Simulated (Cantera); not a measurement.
An isothermal, constant-pressure homogeneous reactor starts with CH4 : CO2 = 1 : 0.68 (molar parts), at 1248 K and 7.70 bar. Integrator tolerance rtol = 1e-08.

Detailed kinetics in Cantera: GRI-Mech 3.0 (53 species, 325 reactions).

Task: What does this change do: temperature 1248 to 1698 K?

Result: 
```tsv
quantity	before	after
x(CH4) at 3.00 s	0.580 (gas-phase equilibrium 0.112)	0.0522 (gas-phase equilibrium 0.0505)
x(CO2) at 3.00 s	0.401 (gas-phase equilibrium 0.00216)	0.00125 (gas-phase equilibrium 8.20e-6)
x(CO) at 3.00 s	0.000616 (gas-phase equilibrium 0.445)	0.423 (gas-phase equilibrium 0.427)
x(O2) at 3.00 s	<1e-12 (gas-phase equilibrium <1e-12)	<1e-12 (gas-phase equilibrium <1e-12)
x(OH) at 3.00 s	5.11e-12 (gas-phase equilibrium 8.68e-12)	1.89e-8 (gas-phase equilibrium 1.24e-10)
```
